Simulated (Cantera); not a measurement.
Input: 1 mol CF4, 0.76 mol H2, equilibrated at 2225 K and 3.20 Pa.

Cantera equilibrium calculation (NASA polynomials, part measured and part estimated; ideal gas, pure solids and liquids). Candidate condensed phases: C, C6H6, C7H8, C8H18; 95 gas species. The numbers say what is thermodynamically allowed, not how fast it happens.

Base state: F 0.597, HF 0.383, CF2 0.0112, CF 0.00748, H 0.000786, C3 0.000125, C 7.41e-5, C2 1.09e-5 (mole fractions); condensed: C(graphite).

### Question
What changes in the equilibrium state with this change: CF4 replaced by CH3F?

### Answer
```json
[
 {"species": "H", "before": "0.000786", "after": "0.523"},
 {"species": "HF", "before": "0.383", "after": "0.267"},
 {"species": "H2", "before": "4.72e-7", "after": "0.209"},
 {"species": "F", "before": "0.597", "after": "0.000625"},
 {"species": "CF2", "before": "0.0112", "after": "1.23e-8"},
 {"species": "C2H2 (acetylene)", "before": "1.38e-9", "after": "0.000612"},
 {"species": "CF", "before": "0.00748", "after": "7.83e-6"},
 {"species": "C2H", "before": "8.56e-8", "after": "5.69e-5"},
 {"species": "C", "before": "7.41e-5", "after": "7.41e-5"},
 {"species": "C(graphite), mol", "before": "0.924", "after": "0.993"}
]
```

### Question
What changes in the equilibrium state with this change: temperature from 2225 K to 3300 K?

### Answer
```json
[
 {"species": "F", "before": "0.597", "after": "0.613"},
 {"species": "H", "before": "0.000786", "after": "0.231"},
 {"species": "C", "before": "7.41e-5", "after": "0.151"},
 {"species": "HF", "before": "0.383", "after": "0.00334"},
 {"species": "CF2", "before": "0.0112", "after": "1.35e-7"},
 {"species": "C2", "before": "1.09e-5", "after": "0.000971"},
 {"species": "H2", "before": "4.72e-7", "after": "1.28e-5"},
 {"species": "CF", "before": "0.00748", "after": "0.000888"},
 {"species": "C3", "before": "0.000125", "after": "6.44e-5"},
 {"species": "C(graphite), mol", "before": "0.924", "after": "0"}
]
```
